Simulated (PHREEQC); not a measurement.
Hard or scaling water (model solution)

Solution (35 °C): 1.6 mmol/kgw CaSO4, 0.066 mmol/kgw CO2 and 52 mmol/kgw NaCl. Closed to the air; pH follows from the charge balance.

All values are PHREEQC results (Pitzer model, pitzer.dat), not measurements.

Each row changes one thing in this solution. This is a speciation only: nothing precipitates in the calculation.

```tsv
case	pH	CO2 (mol/kgw)	HCO3- (mol/kgw)	CO3-2 (mol/kgw)
as made	5.30	5.94e-5	6.56e-6	1.66e-10
NaCl left out	5.29	5.97e-5	6.33e-6	8.77e-11
diluted 5-fold with water	___	1.07e-5	2.53e-6	9.50e-11
CaSO4 from 0.0016 to 0.00144 mol/kgw	5.30	5.95e-5	6.53e-6	1.64e-10
CaSO4 left out	___	5.98e-5	6.25e-6	1.48e-10
NaCl from 0.052 to 0.078 mol/kgw	5.29	5.93e-5	6.68e-6	1.89e-10
NaCl from 0.052 to 0.0104 mol/kgw	5.30	5.96e-5	6.37e-6	1.11e-10
diluted 10-fold with water	___	4.93e-6	1.68e-6	8.07e-11
```

Question: Complete the blanks.

Answer: 
- diluted 5-fold with water, pH: 5.65
- CaSO4 left out, pH: 5.28
- diluted 10-fold with water, pH: 5.81
